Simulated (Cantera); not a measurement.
Cantera run:

```python
import numpy as np
import cantera as ct

gas_names = """
    CL CL2 H HCL H2 Si SiCL SiCL2 SiCL3 SiCL4 SiH SiHCL3 SiH2 SiH2CL2 SiH3 SiH3CL SiH4 Si2 Si3
""".split()
cond_names = """
    Si(cr) Si(L)
""".split()


def load(file, names, dense=False):
    # The tables refer to 1 bar. Condensed volumes are neglected.
    table = {s.name: s for s in ct.Species.list_from_file(file)}
    out = []
    for n in names:
        d = dict(table[n].input_data)
        d["thermo"] = dict(d["thermo"], **{"reference-pressure": 1e5})
        if dense:
            d["equation-of-state"] = {"model": "constant-volume", "density": "1e6 g/cm^3"}
        out.append(ct.Species.from_dict(d))
    return out


gas = ct.Solution(thermo="ideal-gas", species=load("nasa_gas.yaml", gas_names))
cond = {s.name: ct.Solution(thermo="fixed-stoichiometry", species=[s], name=s.name)
        for s in load("nasa_condensed.yaml", cond_names, dense=True)}
atoms = {
    'SiH2Cl2': {'Si': 1, 'H': 2, 'CL': 2},
    'Cl2': {'CL': 2},
    'H2': {'H': 2},
}
top_T = {}  # K; cautious upper limits of use, not melting points


def equilibrate(T, P, feed):
    n = {}
    for name, mol in feed.items():
        for a, k in atoms[name].items():
            n[a] = n.get(a, 0.0) + k * mol
    gas.TPX = T, P, n
    mass = sum(n.values()) * gas.mean_molecular_weight
    gas.equilibrate("TP")
    valid = [c for c in cond.values() if c.min_temp <= T <= top_T.get(c.name, c.max_temp)]
    mix = ct.Mixture([(gas, mass / gas.mean_molecular_weight)] + [(c, 0.0) for c in valid])
    mix.T, mix.P = T, P
    mix.equilibrate("TP", solver="vcs", rtol=1e-11, max_steps=5000)
    return mix


results = []
feed = {'SiH2Cl2': 1, 'Cl2': 0.16, 'H2': 250}  # mol
T = 998  # K
P = 310  # Pa
mix = equilibrate(T, P, feed)
results.append((T, P, feed, dict(zip(mix.species_names, mix.species_moles))))
print(gas.report(threshold=0.0001))
for i in range(1, mix.n_phases):
    print(f"{mix.phase(i).name:16s} {mix.phase_moles(i):12.5e} mol")
```

Output:

```
       temperature   998 K
          pressure   310 Pa
           density   8.747e-05 kg/m^3
  mean mol. weight   2.3413 kg/kmol
   phase of matter   gas

                          1 kg             1 kmol
                     ---------------   ---------------
          enthalpy        8.4361e+06        1.9752e+07  J
   internal energy         4.892e+06        1.1454e+07  J
           entropy             91902        2.1517e+05  J/K
    Gibbs function       -8.3282e+07       -1.9499e+08  J
 heat capacity c_p             12895             30190  J/K
 heat capacity c_v            9343.4             21876  J/K

                      mass frac. Y      mole frac. X     chem. pot. / RT
                     ---------------   ---------------   ---------------
               HCL           0.13061         0.0083877           -45.955
                H2           0.85358           0.99132           -23.286
             SiCL2         0.0050788        0.00012013           -72.283
     [  +16 minor]           0.01073        0.00016732

Si(cr)            9.27537e-01 mol
```

Equilibrium computed with Cantera from the NASA thermochemical tables; the gas is ideal and each condensed phase is pure. The tables' values for SiCl3 are old estimates; treat these amounts as uncertain.
